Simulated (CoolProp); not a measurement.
The fluid at 293.15 K and 16.2 MPa is throttled through a valve to 6.06 MPa with no heat exchange. The same conditions are run with several fluids, on thermodynamics alone (safety and materials aside).

Computed with CoolProp (reference Helmholtz-energy equation of state of each fluid (n-heptane: Span 2003; methanol: de Reuck 1993; neopentane: Lemmon 2006; cis-2-butene: Lemmon 2005; chlorine: Thol 2021)).

Question: Rank n-heptane, methanol, neopentane, cis-2-butene, chlorine by temperature change (K), highest first.

Answer: n-heptane (+4.4), neopentane (+4.0), cis-2-butene (+3.8), methanol (+3.4), chlorine (+3.1)

```csv
fluid,final density (kg/m³)
n-heptane,686
methanol,793
neopentane,595
cis-2-butene,625
chlorine,1410
```
